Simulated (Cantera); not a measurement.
MgCl2 + H2 + N2 (halide evaporation, hydrolysis and transport)

Charge: 1 mol MgCl2, 2.6 mol H2, 0.13 mol N2, at 1.00 bar.

These are equilibrium values from Cantera (NASA tables, ideal gas, pure condensed phases), not measurements of a reactor. Candidate condensed phases: Mg, MgCl2, NH4Cl; 18 gas species. The tables' values for MgH are old estimates; treat these amounts as uncertain. Equilibrium is a limit: real reactors are often held back by kinetics, nucleation or transport.

From 1250 K to 1450 K the condensed part is MgCl2(l). From 1550 K to 1950 K nothing is condensed. The main Mg-bearing gas is MgCl2 throughout.

| T (K) | x H2 | x MgCl2 | x N2 | x HCl | x Mg | x MgCl | x H | x MgH | n MgCl2(l) |
|---|---|---|---|---|---|---|---|---|---|
| 1250 | 0.935 | 0.0179 | 0.0467 | 0.000288 | 0.000140 | 6.72e-6 | 4.67e-7 | 1.01e-6 | 0.950 |
| 1350 | 0.888 | 0.0660 | 0.0444 | 0.00100 | 0.000477 | 4.09e-5 | 2.25e-6 | 3.88e-6 | 0.805 |
| 1450 | 0.758 | 0.200 | 0.0380 | 0.00282 | 0.00131 | 0.000186 | 8.23e-6 | 1.11e-5 | 0.311 |
| 1550 | 0.692 | 0.264 | 0.0348 | 0.00559 | 0.00255 | 0.000447 | 2.62e-5 | 2.31e-5 | 0 |
| 1650 | 0.689 | 0.262 | 0.0347 | 0.00957 | 0.00433 | 0.000822 | 7.54e-5 | 4.31e-5 | 0 |
| 1750 | 0.684 | 0.258 | 0.0346 | 0.0154 | 0.00690 | 0.00140 | 0.000192 | 7.44e-5 | 0 |
| 1850 | 0.677 | 0.252 | 0.0344 | 0.0233 | 0.0104 | 0.00224 | 0.000443 | 0.000120 | 0 |
| 1950 | 0.668 | 0.245 | 0.0343 | 0.0337 | 0.0150 | 0.00338 | 0.000937 | 0.000184 | 0 |
x: gas mole fraction; n: condensed amount in mol.
